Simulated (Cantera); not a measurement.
Input: 1 mol HMDSO, 0.55 mol H2O, held at 22.0 Pa.

Method: chemical equilibrium by Gibbs-energy minimisation in Cantera with the NASA 1993 tables (ideal gas, pure condensed phases). Candidate condensed phases: C, C6H6, C7H8, C8H18, H2O, Si, SiC, SiO2; 123 gas species. The feed counts by its element totals alone. Kinetics and transport are ignored.

Task: At 1277 °C, list the 5 most abundant gas species with their mole fractions, and the condensed phases.

Result: H2 0.859, CO 0.139, H 0.00197, SiO 0.000334, C2H2 (acetylene) 1.38e-5. Condensed: C(graphite) + SiC(s).
